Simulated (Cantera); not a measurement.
Mixture: 3.79 % CH4, 4.93 % H2, 15.5 % O2, 75.8 % N2, at 1700000 Pa, adiabatic and at constant pressure. Ignition delay is the time to a rise of 400 K.

Computed with Cantera and GRI-Mech 3.0 (53 species, 325 reactions). The pressure lies above the range GRI-Mech 3.0 was tuned for (to about 10 atm).

**Question.** Predict: delay at 1100 K; delay at 1200 K; delay at 1300 K; delay at 1400 K; delay at 1500 K; delay at 1600 K; apparent activation energy between 1400 and 1600 K.

**Answer.** 
```json
{
 "delay at 1100 K": "1.60 ms",
 "delay at 1200 K": "0.251 ms",
 "delay at 1300 K": "61.5 µs",
 "delay at 1400 K": "24.0 µs",
 "delay at 1500 K": "11.9 µs",
 "delay at 1600 K": "6.70 µs",
 "apparent activation energy between 1400 and 1600 K": "120 kJ/mol"
}
```
